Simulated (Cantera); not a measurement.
Reactions in the system H-N-O-V

Standard-state values (1 bar) from the NASA 1993 polynomials, evaluated with Cantera. Values are per mole of reaction as written; species without (g) are pure solids or liquids, kept so even where they would boil at 1 bar. VN: taken at fixed stoichiometry.

2 V2O3 + 3 N(g) = 4 V + 3 NO2(g)

```tsv
T (K)	ΔH° (kJ)	ΔS° (J/K)	ΔG° (kJ)	log10 K
475	1110.0	148.4	1039.6	-114.32
575	1103.0	134.8	1025.4	-93.15
675	1096.2	123.9	1012.5	-78.35
775	1089.7	115.0	1000.6	-67.44
875	1083.6	107.6	989.5	-59.07
975	1077.7	101.2	979.0	-52.45
1075	1071.8	95.5	969.2	-47.09
1175	1065.9	90.2	959.9	-42.67
1275	1059.9	85.3	951.1	-38.97
1375	1054.0	80.8	942.8	-35.82
```

4 VO2(g) + 5 H2(g) + 2 N2O(g) = 4 VN + 5 H2O2(g)

| T (K) | ΔH° (kJ) | ΔS° (J/K) | ΔG° (kJ) | log10 K |
|---|---|---|---|---|
| 475 | -786.3 | -842.5 | -386.1 | 42.46 |
| 575 | -786.4 | -842.7 | -301.9 | 27.42 |
| 675 | -785.3 | -840.9 | -217.7 | 16.84 |
| 775 | -783.2 | -838.1 | -133.7 | 9.01 |
| 875 | -780.4 | -834.7 | -50.1 | 2.99 |
| 975 | -776.9 | -830.9 | 33.2 | -1.78 |
| 1075 | -772.4 | -826.5 | 116.1 | -5.64 |
| 1175 | -767.2 | -821.9 | 198.5 | -8.82 |
| 1275 | -761.4 | -817.1 | 280.5 | -11.49 |
| 1375 | -754.9 | -812.3 | 361.9 | -13.75 |
